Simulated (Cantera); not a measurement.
## Equilibrium for silicon oxide and oxynitride deposition: TEOS + NO + H2

Input: 1 mol TEOS, 3.7 mol NO, 0.47 mol H2, at 0.820 bar.

Equilibrium computed with Cantera from the NASA thermochemical tables; the gas is ideal and each condensed phase is pure. Candidate condensed phases: C, C6H6, C7H8, C8H18, H2O, Si, SiC, SiO2, Si2N2O, Si3N4; 151 gas species. The feed counts by its element totals alone. Mutual solubility and eutectic melting of coexisting phases are not modelled. The tables hold silica as quartz up to 1696 K and as liquid above; real silica turns to tridymite and cristobalite and melts near 1996 K. The numbers say what is thermodynamically allowed, not how fast it happens.

```json
[
 {"T (K)": "1123", "x H2": "0.569", "x CO": "0.305", "x N2": "0.105", "x SiO": "<1e-12", "x H2O": "0.00937", "n C(graphite)": "2.41", "n SiO2(β-quartz)": "1.00", "n Si2N2O(s)": "0", "n SiC(s)": "0"},
 {"T (K)": "1198", "x H2": "0.574", "x CO": "0.312", "x N2": "0.104", "x SiO": "5.09e-12", "x H2O": "0.00390", "n C(graphite)": "2.32", "n SiO2(β-quartz)": "1.00", "n Si2N2O(s)": "0", "n SiC(s)": "0"},
 {"T (K)": "1273", "x H2": "0.577", "x CO": "0.315", "x N2": "0.103", "x SiO": "2.86e-10", "x H2O": "0.00177", "n C(graphite)": "2.30", "n SiO2(β-quartz)": "1.00", "n Si2N2O(s)": "0", "n SiC(s)": "0"},
 {"T (K)": "1348", "x H2": "0.578", "x CO": "0.316", "x N2": "0.103", "x SiO": "1.02e-8", "x H2O": "0.000874", "n C(graphite)": "2.29", "n SiO2(β-quartz)": "1.00", "n Si2N2O(s)": "0", "n SiC(s)": "0"},
 {"T (K)": "1423", "x H2": "0.579", "x CO": "0.316", "x N2": "0.103", "x SiO": "2.49e-7", "x H2O": "0.000464", "n C(graphite)": "2.29", "n SiO2(β-quartz)": "1.000", "n Si2N2O(s)": "0", "n SiC(s)": "0"},
 {"T (K)": "1498", "x H2": "0.580", "x CO": "0.316", "x N2": "0.103", "x SiO": "4.37e-6", "x H2O": "0.000262", "n C(graphite)": "2.29", "n SiO2(β-quartz)": "1.000", "n Si2N2O(s)": "0", "n SiC(s)": "0"},
 {"T (K)": "1573", "x H2": "0.550", "x CO": "0.379", "x N2": "0.0709", "x SiO": "4.36e-5", "x H2O": "0.000177", "n C(graphite)": "0.789", "n SiO2(β-quartz)": "0", "n Si2N2O(s)": "0.500", "n SiC(s)": "0"},
 {"T (K)": "1648", "x H2": "0.549", "x CO": "0.378", "x N2": "0.0708", "x SiO": "0.000183", "x H2O": "0.000111", "n C(graphite)": "0.787", "n SiO2(β-quartz)": "0", "n Si2N2O(s)": "0.498", "n SiC(s)": "0"},
 {"T (K)": "1723", "x H2": "0.549", "x CO": "0.378", "x N2": "0.0709", "x SiO": "0.000676", "x H2O": "7.24e-5", "n C(graphite)": "0.785", "n SiO2(β-quartz)": "0", "n Si2N2O(s)": "0.494", "n SiC(s)": "0"},
 {"T (K)": "1798", "x H2": "0.536", "x CO": "0.379", "x N2": "0.0805", "x SiO": "0.00210", "x H2O": "4.80e-5", "n C(graphite)": "0.154", "n SiO2(β-quartz)": "0", "n Si2N2O(s)": "0.268", "n SiC(s)": "0.423"},
 {"T (K)": "1873", "x H2": "0.529", "x CO": "0.375", "x N2": "0.0862", "x SiO": "0.00801", "x H2O": "5.81e-5", "n C(graphite)": "0", "n SiO2(β-quartz)": "0", "n Si2N2O(s)": "0.136", "n SiC(s)": "0.570"},
 {"T (K)": "1948", "x H2": "0.522", "x CO": "0.366", "x N2": "0.0918", "x SiO": "0.0181", "x H2O": "5.56e-5", "n C(graphite)": "0", "n SiO2(β-quartz)": "0", "n Si2N2O(s)": "0", "n SiC(s)": "0.638"}
]
```
x: gas mole fraction; n: condensed amount in mol.

From 1123 K to 1498 K the condensed part is C(graphite) + SiO2(β-quartz). From 1573 K to 1723 K the condensed part is C(graphite) + Si2N2O(s). At 1798 K the condensed part is C(graphite) + SiC(s) + Si2N2O(s). At 1873 K the condensed part is SiC(s) + Si2N2O(s). At 1948 K the condensed part is SiC(s).
